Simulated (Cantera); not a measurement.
A perfectly stirred reactor is fed with 26.5 % H₂, 73.5 % O₂, at 10.00 Torr; it is held at 1075 K, and followed from long to short residence time.

Computed with Cantera and the H2/O2 subset of GRI-Mech 3.0, which has no nitrogen chemistry. Radical loss at walls, strong at low pressure, is not modelled. The temperature is held fixed by assumption; the heat of reaction is taken as removed at once.

One state of this run: x H₂ = 0.152; x O₂ = 0.682; x H = 0.0560; x HO₂ = 8.56e-6; x OH = 0.00759. x: mole fraction; the columns are a selection and need not sum to one.

### Question
Which value of τ (s) does it belong to?
A. 0.0046
B. 0.00028
C. 5.3
D. 22

### Answer
B, 0.00028
